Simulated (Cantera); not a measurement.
# Adiabatic ignition

An adiabatic, constant-volume homogeneous reactor starts with H2 : O2 : N2 : H2O = 1 : 0.595 : 2.24 : 0.61 (molar parts), equivalence ratio 0.84, at 1675 K and 4.93 atm.

Cantera simulation using GRI-Mech 3.0 (53 species, 325 reactions); the numbers are that mechanism's predictions, not measurements. The hydrogen kinetics of GRI-Mech 3.0 are dated; newer H2 mechanisms differ, most at raised pressure.

```json
[
 {"t (s)": "5.00e-6", "T (K)": "2870", "P (bar)": "7.90", "x H2": "0.0339", "x O2": "0.0306", "x H2O": "0.336", "x NO": "0.000156", "x H": "0.0116", "x H2O2": "2.30e-6", "x NO2": "1.02e-7"},
 {"t (s)": "2.32e-5", "T (K)": "2958", "P (bar)": "8.09", "x H2": "0.0285", "x O2": "0.0279", "x H2O": "0.346", "x NO": "0.00151", "x H": "0.00830", "x H2O2": "2.68e-6", "x NO2": "9.33e-7"},
 {"t (s)": "0.000108", "T (K)": "2951", "P (bar)": "8.07", "x H2": "0.0289", "x O2": "0.0260", "x H2O": "0.347", "x NO": "0.00655", "x H": "0.00818", "x H2O2": "2.55e-6", "x NO2": "3.92e-6"},
 {"t (s)": "0.000500", "T (K)": "2943", "P (bar)": "8.04", "x H2": "0.0294", "x O2": "0.0238", "x H2O": "0.347", "x NO": "0.0123", "x H": "0.00804", "x H2O2": "2.41e-6", "x NO2": "7.05e-6"},
 {"t (s)": "0.00232", "T (K)": "2942", "P (bar)": "8.04", "x H2": "0.0294", "x O2": "0.0237", "x H2O": "0.347", "x NO": "0.0125", "x H": "0.00803", "x H2O2": "2.41e-6", "x NO2": "7.15e-6"},
 {"t (s)": "0.0108", "T (K)": "2942", "P (bar)": "8.04", "x H2": "0.0294", "x O2": "0.0237", "x H2O": "0.347", "x NO": "0.0125", "x H": "0.00803", "x H2O2": "2.41e-6", "x NO2": "7.15e-6"},
 {"t (s)": "0.0500", "T (K)": "2942", "P (bar)": "8.04", "x H2": "0.0294", "x O2": "0.0237", "x H2O": "0.347", "x NO": "0.0125", "x H": "0.00803", "x H2O2": "2.41e-6", "x NO2": "7.15e-6"},
 {"t (s)": "0.232", "T (K)": "2942", "P (bar)": "8.04", "x H2": "0.0294", "x O2": "0.0237", "x H2O": "0.347", "x NO": "0.0125", "x H": "0.00803", "x H2O2": "2.41e-6", "x NO2": "7.15e-6"},
 {"t (s)": "1.08", "T (K)": "2942", "P (bar)": "8.04", "x H2": "0.0294", "x O2": "0.0237", "x H2O": "0.347", "x NO": "0.0125", "x H": "0.00803", "x H2O2": "2.41e-6", "x NO2": "7.15e-6"},
 {"t (s)": "5.00", "T (K)": "2942", "P (bar)": "8.04", "x H2": "0.0294", "x O2": "0.0237", "x H2O": "0.347", "x NO": "0.0125", "x H": "0.00803", "x H2O2": "2.41e-6", "x NO2": "7.15e-6"}
]
```
x: mole fraction; the columns are a selection and need not sum to one.

```json
{
 "time_of_steepest_temperature_rise": "1.95 µs",
 "temperature at 5.00 s": "2942 K",
 "equilibrium_temperature": "2942 K",
 "x(H2) at 5.00 s": "0.0294 (gas-phase equilibrium 0.0294)",
 "x(O2) at 5.00 s": "0.0237 (gas-phase equilibrium 0.0237)",
 "x(H2O) at 5.00 s": "0.347 (gas-phase equilibrium 0.347)"
}
```
